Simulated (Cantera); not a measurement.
Cantera run:

```python
import numpy as np
import cantera as ct

gas_names = """
    C CH CH2 CH3 CH2OH CH3O CH4 CH3OH CN CO CO2 COOH C2 C2H CHCO,ketyl C2H2,acetylene C2H2,vinylidene
    CH2CO,ketene C2H3,vinyl CH3CN CH3CO,acetyl C2H4 C2H4O,ethylen CH3CHO,ethanal CH3COOH (HCOOH)2 C2H5
    C2H6 CH3OCH3 C2H5OH CCN CNC C2N2 C2O C3 C3H3,propargyl C3H4,allene C3H4,propyne C3H4,cyclo-
    C3H5,allyl C3H6,propylene C3H6,cyclo- C3H6O C3H7,n-propyl C3H7,i-propyl C3H8 C3H8O,1propanol
    C3H8O,2propanol C3O2 C4 C4H2 C4H4,1,3-cyclo- C4H6,butadiene C4H6,2-butyne C4H6,cyclo- C4H8,1-butene
    C4H8,cis2-buten C4H8,tr2-butene C4H8,isobutene C4H8,cyclo- (CH3COOH)2 C4H9,n-butyl C4H9,i-butyl
    C4H9,s-butyl C4H9,t-butyl C4H10,isobutane C4H10,n-butane C4N2 C5 C5H6,1,3cyclo- C5H8,cyclo-
    C5H10,1-pentene C5H10,cyclo- C5H11,pentyl C5H11,t-pentyl C5H12,n-pentane C5H12,i-pentane
    CH3C(CH3)2CH3 C6H2 C6H5,phenyl C6H5O,phenoxy C6H6 C6H5OH,phenol C6H10,cyclo- C6H12,1-hexene
    C6H12,cyclo- C6H13,n-hexyl C7H7,benzyl C7H8 C7H8O,cresol C7H14,1-heptene C7H15,n-heptyl
    C7H16,n-heptane C8H8,styrene C8H10,ethylbenz C8H16,1-octene C8H17,n-octyl C8H18,isooctane
    C8H18,n-octane C9H19,n-nonyl C10H8,naphthale C10H21,n-decyl C12H9,o-bipheny C12H10,bipheny Fe FeC5O5
    FeO Fe(OH)2 H HCN HCO HCCN HNC HNCO HNO HNO2 HNO3 HO2 H2 HCHO,formaldehy HCOOH H2O H2O2 N NCO NH NH2
    NH3 NH2OH NO NO2 NO3 N2 N2H2 N2H4 N2O O OH O2 O3
""".split()
cond_names = """
    C(gr) C6H6(L) C7H8(L) C8H18(L),n-octa Fe(a) Fe(c) Fe(d) Fe(L) FeC5O5(L) FeO(s) FeO(L) Fe(OH)2(s)
    Fe(OH)3(s) Fe2O3(s) Fe3O4(s) H2O(s) H2O(L)
""".split()


def load(file, names, dense=False):
    # The tables refer to 1 bar. Condensed volumes are neglected.
    table = {s.name: s for s in ct.Species.list_from_file(file)}
    out = []
    for n in names:
        d = dict(table[n].input_data)
        d["thermo"] = dict(d["thermo"], **{"reference-pressure": 1e5})
        if dense:
            d["equation-of-state"] = {"model": "constant-volume", "density": "1e6 g/cm^3"}
        out.append(ct.Species.from_dict(d))
    return out


gas = ct.Solution(thermo="ideal-gas", species=load("nasa_gas.yaml", gas_names))
cond = {s.name: ct.Solution(thermo="fixed-stoichiometry", species=[s], name=s.name)
        for s in load("nasa_condensed.yaml", cond_names, dense=True)}
atoms = {
    'Fe2O3': {'Fe': 2, 'O': 3},
    'CH4': {'C': 1, 'H': 4},
    'N2': {'N': 2},
    'CO': {'C': 1, 'O': 1},
}
top_T = {'C(gr)': 4500, 'Fe2O3(s)': 1830, 'Fe3O4(s)': 1870}  # K; cautious upper limits of use, not melting points


def equilibrate(T, P, feed):
    n = {}
    for name, mol in feed.items():
        for a, k in atoms[name].items():
            n[a] = n.get(a, 0.0) + k * mol
    gas.TPX = T, P, n
    mass = sum(n.values()) * gas.mean_molecular_weight
    gas.equilibrate("TP")
    valid = [c for c in cond.values() if c.min_temp <= T <= top_T.get(c.name, c.max_temp)]
    mix = ct.Mixture([(gas, mass / gas.mean_molecular_weight)] + [(c, 0.0) for c in valid])
    mix.T, mix.P = T, P
    mix.equilibrate("TP", solver="vcs", rtol=1e-11, max_steps=5000)
    return mix


results = []
feed = {'Fe2O3': 1, 'CH4': 1.1, 'N2': 0.34, 'CO': 6.8}  # mol
P = 1333.22  # Pa
for T in [1150, 1225, 1300, 1375, 1450, 1525, 1600, 1675, 1750, 1825, 1900, 1975]:
    mix = equilibrate(T, P, feed)
    results.append((T, P, feed, dict(zip(mix.species_names, mix.species_moles))))
    x = sorted(zip(gas.X, gas.species_names), reverse=True)
    print(f"T = {T:g} K  P = {P:g} Pa  gas = {mix.phase_moles(0):.4g} mol")
    print("   x: " + "  ".join(f"{s} {v:.3e}" for v, s in x if v > 0.0001))
    print("   condensed (mol): " + ("  ".join(f"{mix.phase(i).name} {mix.phase_moles(i):.4g}"
          for i in range(1, mix.n_phases) if mix.phase_moles(i) > 1e-12) or "none"))
```

Result:

```
T = 1150 K  P = 1333.22 Pa  gas = 10.44 mol
   x: CO 6.245e-01  H2 1.684e-01  CO2 1.322e-01  H2O 4.236e-02  N2 3.257e-02
   condensed (mol): Fe(a) 1.922  FeO(s) 0.0779
T = 1225 K  P = 1333.22 Pa  gas = 10.44 mol
   x: CO 6.319e-01  H2 1.634e-01  CO2 1.248e-01  H2O 4.738e-02  N2 3.257e-02
   condensed (mol): Fe(c) 1.898  FeO(s) 0.1022
T = 1300 K  P = 1333.22 Pa  gas = 10.44 mol
   x: CO 6.381e-01  H2 1.587e-01  CO2 1.186e-01  H2O 5.202e-02  N2 3.257e-02
   condensed (mol): Fe(c) 1.882  FeO(s) 0.1183
T = 1375 K  P = 1333.22 Pa  gas = 10.44 mol
   x: CO 6.435e-01  H2 1.545e-01  CO2 1.132e-01  H2O 5.619e-02  N2 3.257e-02
   condensed (mol): Fe(c) 1.868  FeO(s) 0.1318
T = 1450 K  P = 1333.22 Pa  gas = 10.44 mol
   x: CO 6.484e-01  H2 1.508e-01  CO2 1.083e-01  H2O 5.992e-02  N2 3.257e-02
   condensed (mol): Fe(c) 1.856  FeO(s) 0.1437
T = 1525 K  P = 1333.22 Pa  gas = 10.44 mol
   x: CO 6.527e-01  H2 1.475e-01  CO2 1.040e-01  H2O 6.322e-02  N2 3.257e-02
   condensed (mol): Fe(c) 1.845  FeO(s) 0.1545
T = 1600 K  P = 1333.22 Pa  gas = 10.44 mol
   x: CO 6.565e-01  H2 1.445e-01  CO2 1.000e-01  H2O 6.615e-02  N2 3.256e-02  H 1.790e-04
   condensed (mol): Fe(c) 1.834  FeO(s) 0.1647
T = 1675 K  P = 1333.22 Pa  gas = 10.45 mol
   x: CO 6.620e-01  H2 1.429e-01  CO2 9.433e-02  H2O 6.751e-02  N2 3.255e-02  H 3.801e-04  Fe 3.114e-04
   condensed (mol): Fe(d) 1.787  FeO(L) 0.2093
T = 1750 K  P = 1333.22 Pa  gas = 10.46 mol
   x: CO 6.701e-01  H2 1.436e-01  CO2 8.554e-02  H2O 6.638e-02  N2 3.252e-02  Fe 1.045e-03  H 7.634e-04
   condensed (mol): Fe(d) 1.678  FeO(L) 0.3112
T = 1825 K  P = 1333.22 Pa  gas = 10.48 mol
   x: CO 6.752e-01  H2 1.437e-01  CO2 7.851e-02  H2O 6.547e-02  N2 3.244e-02  Fe 3.138e-03  H 1.446e-03
   condensed (mol): Fe(L) 1.577  FeO(L) 0.3901
T = 1900 K  P = 1333.22 Pa  gas = 10.54 mol
   x: CO 6.752e-01  H2 1.418e-01  CO2 7.412e-02  H2O 6.552e-02  N2 3.225e-02  Fe 8.358e-03  H 2.588e-03
   condensed (mol): Fe(L) 1.485  FeO(L) 0.4257
T = 1975 K  P = 1333.22 Pa  gas = 10.69 mol
   x: CO 6.695e-01  H2 1.387e-01  CO2 6.972e-02  H2O 6.486e-02  N2 3.181e-02  Fe 2.058e-02  H 4.413e-03  OH 1.967e-04  FeO 1.806e-04
   condensed (mol): Fe(L) 1.321  FeO(L) 0.4572
```

Cantera equilibrium calculation (NASA polynomials, part measured and part estimated; ideal gas, pure solids and liquids). Each liquid is taken as pure. Mutual solubility and eutectic melting of coexisting phases are not modelled. The tables' stoichiometric FeO is somewhat more stable than real wüstite, so its field is too wide. FeO: taken at fixed stoichiometry.
